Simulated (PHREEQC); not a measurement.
A PHREEQC input (ion-association model, phreeqc.dat):

```
SOLUTION 1
  temp 25
  units mg/kgw
  pH 7.07
  pe 11.5
  Na 150
  K 29.1
  Ca 101
  Mg 7.16
  Cl 37.2
  S(6) 183 as SO4
  Alkalinity 493
  Si 0.207 as SiO2
END
USE solution 1
EQUILIBRIUM_PHASES 1
  Gypsum 0 0
  Quartz 0 0.5
  CO2(g) -3.4 10
END
```

The run finishes without an error or a warning.

Its last state differs from that of the intended input:

```
quantity                    as run  intended
------------------------  --------  --------
pH                            9.03      8.96
ionic strength (mol/kgw)    0.0160    0.0154
HCO3- (mol/kgw)            0.00733   0.00619
CaCO3 (mol/kgw)           0.000566  0.000438
CO3-2 (mol/kgw)           0.000534  0.000378
MgCO3 (mol/kgw)            4.09e-5   3.08e-5
```

Problem. One thing in the input isn't as intended. What explains the difference?

Solution. This is not unique; one that fits is The fault: 'as HCO3' left off the alkalinity, which is then read as CaCO3.
